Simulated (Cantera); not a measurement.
An isothermal, constant-pressure homogeneous reactor starts with 32.3 % NO, 67.7 % N₂, at 1750 K and 0.690 bar.

Detailed kinetics in Cantera: GRI-Mech 3.0 (53 species, 325 reactions).

**Question.** Predict: x(NO) at 3.00 s; x(NO₂) at 3.00 s; x(N₂) at 3.00 s; x(O) at 3.00 s; x(N₂O) at 3.00 s.

**Answer.** 
| Property | Value |
|---|---|
| x(NO) at 3.00 s | 0.265 (gas-phase equilibrium 0.00315) |
| x(NO₂) at 3.00 s | 0.000234 (gas-phase equilibrium 6.36e-6) |
| x(N₂) at 3.00 s | 0.706 (gas-phase equilibrium 0.837) |
| x(O) at 3.00 s | 1.62e-5 (gas-phase equilibrium 3.62e-5) |
| x(N₂O) at 3.00 s | 2.79e-5 (gas-phase equilibrium 1.56e-7) |
